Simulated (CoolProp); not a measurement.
Properties of ethylene along the isotherm 26.25 °C.

Computed with CoolProp (reference Helmholtz-energy equation of state, Smukala 2000).

```csv
p (MPa),phase,cp (kJ/(kg K)),cv (kJ/(kg K)),isothermal compressibility (1/MPa),expansivity (1/kK),fugacity coefficient
0.0239,gas,1.534,1.236,41.90,3.354,0.9987
0.0361,gas,1.535,1.236,27.76,3.361,0.9980
0.0544,gas,1.537,1.237,18.44,3.372,0.9970
0.0821,gas,1.540,1.237,12.24,3.388,0.9954
0.124,gas,1.544,1.238,8.121,3.413,0.9931
0.187,gas,1.550,1.240,5.405,3.451,0.9896
0.282,gas,…,1.242,3.604,3.510,0.9843
0.425,gas,1.574,…,2.412,3.602,0.9764
0.642,gas,1.598,1.252,1.618,3.750,0.9644
0.968,gas,1.638,1.261,1.097,3.992,0.9466
1.46,gas,1.706,1.276,0.7533,4.413,0.9198
2.2,gas,1.836,1.302,0.5321,5.214,0.8799
3.32,gas,…,1.350,0.3989,7.062,0.8203
5.01,gas,3.252,1.458,…,13.92,0.7310
7.56,supercritical,7.863,1.595,0.2305,35.08,0.5917
```

Q: Some entries are withheld; supply them.

A: 
- 0.282, cp (kJ/(kg K)): 1.559
- 0.425, cv (kJ/(kg K)): 1.246
- 3.32, cp (kJ/(kg K)): 2.136
- 5.01, isothermal compressibility (1/MPa): 0.3643
